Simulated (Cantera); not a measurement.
Gas mixture: 59.5 % CO2, 40.5 % N2O, at 5.00 bar, frozen composition.

Cantera's kinetic-theory transport with the Lennard-Jones parameters of GRI-Mech 3.0, ideal gas; thermal conductivity in the multicomponent form. The composition is frozen, though it would react at the higher temperatures.

One state of this run: ρ (kg/m³) = 1.83; cp (J/kg/K) = 1326; μ (µPa s) = 52.5; λ (mW/m/K) = 95.1; Pr = 0.732; D (cm²/s) C2H2 = 0.413; D (cm²/s) CH3 = 0.557; D (cm²/s) OH = 0.754. D: mixture-averaged diffusion coefficient of that species in the mixture.

**Question.** Which value of T (K) does it belong to?
(A) 550
(B) 1000
(C) 1150
(D) 1450

**Answer.** D, 1450
